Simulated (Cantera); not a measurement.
Charge: 1 mol Si2H6, 0.62 mol O2, 4.1 mol N2, a varied amount of O3, at 648 K and 54000 Pa.

Method: chemical equilibrium by Gibbs-energy minimisation in Cantera with the NASA 1993 tables (ideal gas, pure condensed phases). Candidate condensed phases: H2O, Si, SiO2, Si2N2O, Si3N4; 35 gas species. The feed counts by its element totals alone. Kinetics and transport are ignored.

**Question.** At 6.8 mol O3, list the 3 most abundant gas species with their mole fractions, and the condensed phases.

**Answer.** O2 0.508, N2 0.284, H2O 0.208. Condensed: SiO2(α-quartz).
